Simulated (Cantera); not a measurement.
Input: 1 mol SF6, 0.12 mol H2, 38 mol N2, held at 2023.15 K and 34.0 mbar.

Method: chemical equilibrium by Gibbs-energy minimisation in Cantera with the NASA 1993 tables (ideal gas, pure condensed phases). Candidate condensed phases: S; 35 gas species. The tables' values for S2F2 (SSF2), SF3 are old estimates; treat these amounts as uncertain. The numbers say what is thermodynamically allowed, not how fast it happens.

Base state: N2 0.875, F 0.0979, SF2 0.0149, HF 0.00553, SF 0.00359, S2 0.00143, S 0.000758, S2F2 (SSF2) 0.000327 (mole fractions); condensed: gas only.

### Question
What changes in the equilibrium state with this change: temperature from 2023.15 K to 2898.15 K?

### Answer
```tsv
species	before	after
N2	0.875	0.845
F	0.0979	0.128
S	0.000758	0.0211
SF2	0.0149	1.01e-6
S2F2 (SSF2)	0.000327	<1e-9
SF3	0.000200	<1e-9
H	2.71e-9	8.06e-5
```
